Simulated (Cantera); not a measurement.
A closed system holds: 1 mol Si2Cl6, 0.26 mol NH3, 5.3 mol H2, at 1602 °C and 0.133 bar.

These are equilibrium values from Cantera (NASA tables, ideal gas, pure condensed phases), not measurements of a reactor. Candidate condensed phases: NH4Cl, Si, Si3N4; 28 gas species. The feed counts by its element totals alone. The tables' values for SiCl3, SiCl are old estimates; treat these amounts as uncertain. Gases not in the tables: Si2H6 and higher silanes. Rates play no part.

Q: What is the equilibrium state?

A: 
| Property | Value |
|---|---|
| x(H2) | 0.538 |
| x(HCl) | 0.218 |
| x(SiCl2) | 0.218 |
| x(N2) | 0.0148 |
| x(SiCl3) | 0.00869 |
| x(H) | 0.00132 |
| x(SiCl4) | 0.000489 |
| x(Cl) | 0.000404 |
| x(SiCl) | 0.000367 |
| gas amount | 8.784 mol |
| log10 activity of Si(l) (absent) | -0.05 |
